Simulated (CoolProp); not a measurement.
A single-stage vapour-compression cycle with hydrogen chloride: evaporating at 208.15 K (dew point), condensing at 268.15 K (bubble point), superheat 10 K, subcooling 8 K, compressor efficiency 0.75, no pressure losses. Each further row changes one setting.

The numbers come from the reference Helmholtz-energy equation of state, Thol 2018 in CoolProp.

```csv
case,cooling COP,pressure ratio,discharge temperature (K),refrigerating effect (kJ/kg),volumetric capacity (kJ/m³)
as stated,1.88,8.11,447.8,338,2000
evaporating temperature 213.15 K,2.17,6.50,424.7,341,2480
condensing temperature 263.15 K,2.12,7.07,427.9,348,2050
subcooling 13 K,1.94,8.11,447.8,348,2050
superheat 20 K,1.83,8.11,470.1,347,1950
compressor efficiency 0.65,1.63,8.11,480.4,338,2000
```
